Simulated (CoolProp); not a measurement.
The numbers come from the reference Helmholtz-energy equation of state, Gedanitz 2015 in CoolProp.

Problem. Give the vapour pressure (bar), liquid density (kg/m³), vapour density (kg/m³), liquid cp (kJ/(kg K)) of saturated cyclopentane at 399.9 K.

Solution. 
```json
[
 {"T (K)": "399.9", "p (bar)": "7.49", "liquid density (kg/m³)": "626", "vapour density (kg/m³)": "18.5", "liquid cp (kJ/(kg K))": "2.39"}
]
```
